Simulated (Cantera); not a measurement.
What does this Cantera script print?

```python
import numpy as np
import cantera as ct

gas = ct.Solution("h2o2.yaml")
gas.TPX = 1375, 1800, {'H2': 0.0093, 'O2': 1}
reactor = ct.IdealGasConstPressureReactor(gas, energy="off", clone=False)
net = ct.ReactorNet([reactor])
net.rtol, net.atol = 1e-08, 1e-18
show = ['H2', 'O2', 'OH', 'H', 'H2O2', 'H2O']
times = np.geomspace(0.0009, 60, 10)

steps = ct.SolutionArray(gas, extra=["t"])
rows = []
print(f"{'t/s':>10s}{'T/K':>9s}{'P/Pa':>11s}" + "".join(f"{s:>11s}" for s in show))
for t in times:
    while net.time < t:
        t_next = net.step()
        steps.append(gas.state, t=t_next)
    rows.append([np.interp(t, steps.t, y) for y in (steps.T, steps.P, *steps(*show).X.T)])
    print(f"{t:10.3e}{rows[-1][0]:9.1f}{rows[-1][1]:11.4g}" + "".join(f"{x:11.3e}" for x in rows[-1][2:]))
rate = np.gradient(steps.T, steps.t)
print("integrator steps:", len(steps.t))
if steps.T.max() > steps.T[0] + 200:
    print(f"time of steepest temperature rise: {steps.t[rate.argmax()]:.4e} s")
gas.TPX = 1375, 1800, {'H2': 0.0093, 'O2': 1}
gas.equilibrate("TP")
print(f"equilibrium (TP): T = {gas.T:.1f} K  " + "  ".join(f"{s} {gas[s].X[0]:.3e}" for s in show))
```

Result:

```
       t/s      T/K       P/Pa         H2         O2         OH          H       H2O2        H2O
 9.000e-04   1375.0       1800  9.212e-03  9.908e-01  1.178e-06  1.242e-07  2.498e-10  1.363e-06
 3.092e-03   1375.0       1800  5.345e-03  9.872e-01  1.692e-03  2.307e-04  2.562e-08  2.908e-03
 1.062e-02   1375.0       1800  3.315e-05  9.822e-01  1.144e-03  2.457e-04  1.351e-08  8.488e-03
 3.649e-02   1375.0       1800  2.991e-05  9.830e-01  1.087e-03  2.095e-04  1.310e-08  8.541e-03
 1.254e-01   1375.0       1800  2.172e-05  9.852e-01  9.276e-04  1.278e-04  1.180e-08  8.681e-03
 4.307e-01   1375.0       1800  9.440e-06  9.883e-01  6.127e-04  3.576e-05  8.443e-09  8.911e-03
 1.480e+00   1375.0       1800  2.025e-06  9.901e-01  2.844e-04  3.488e-06  3.714e-09  9.108e-03
 5.084e+00   1375.0       1800  2.901e-07  9.906e-01  1.078e-04  1.879e-07  9.531e-10  9.202e-03
 1.746e+01   1375.0       1800  4.744e-08  9.907e-01  4.366e-05  1.243e-08  2.175e-10  9.235e-03
 6.000e+01   1375.0       1800  2.169e-08  9.907e-01  2.955e-05  3.854e-09  1.181e-10  9.242e-03
integrator steps: 1602
equilibrium (TP): T = 1375.0 K  H2 2.131e-08  O2 9.907e-01  OH 2.929e-05  H 3.753e-09  H2O2 1.166e-10  H2O 9.242e-03
```

Detailed kinetics in Cantera: the H2/O2 subset of GRI-Mech 3.0, which has no nitrogen chemistry. Radical loss at walls, strong at low pressure, is not modelled.
